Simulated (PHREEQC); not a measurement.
Consider water at 75 °C with 0.052 mol/kgw ZnSO4, 0.051 mol/kgw KCl and 0.24 mol/kgw MnSO4. Closed to the air; pH follows from the charge balance.

Computed with PHREEQC (ion-association model, phreeqc.dat).

No solid was allowed to form.

Task: Order these Mn species by the share of Mn that they hold, largest first: MnSO4, Mn+2, MnCl+.

Result: MnSO4 (58 %), Mn+2 (40 %), MnCl+ (1.5 %)

The pH is 5.38 and the ionic strength 0.511 mol/kgw. Constants without temperature data keep their 25 °C values here.
